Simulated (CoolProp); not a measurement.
The numbers come from the reference Helmholtz-energy equation of state, Penoncello 2003 in CoolProp.

### Question
Give the vapour pressure (kPa), vapour density (kg/m³), liquid cp (kJ/(kg K)), liquid viscosity (µPa s) of saturated CHF3 (R23) at -27.75 °C.

### Answer
```tsv
T (°C)	p (kPa)	vapour density (kg/m³)	liquid cp (kJ/(kg K))	liquid viscosity (µPa s)
-27.75	1090	46.5	1.45	141
```

Viscosity comes from a separate model (Shan 2000).
